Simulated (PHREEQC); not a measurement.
A solution holds 11 mmol/kgw Cu(NO3)2, 0.069 mmol/kgw H2SO4 and 17 mmol/kgw KCl, at 20 °C. Closed to the air; pH follows from the charge balance.

Equilibrium calculation in PHREEQC: ion-association model, wateq4f.dat.

This is a speciation only: nothing precipitates in the calculation.

Question: Order these S species by the share of S that they hold, largest first: HSO4-, KSO4-, CuSO4, SO4-2.

Answer: SO4-2 (65 %), CuSO4 (31 %), KSO4- (3.3 %), HSO4- (0.38 %)

The pH is 3.93 and the ionic strength 0.0497 mol/kgw.
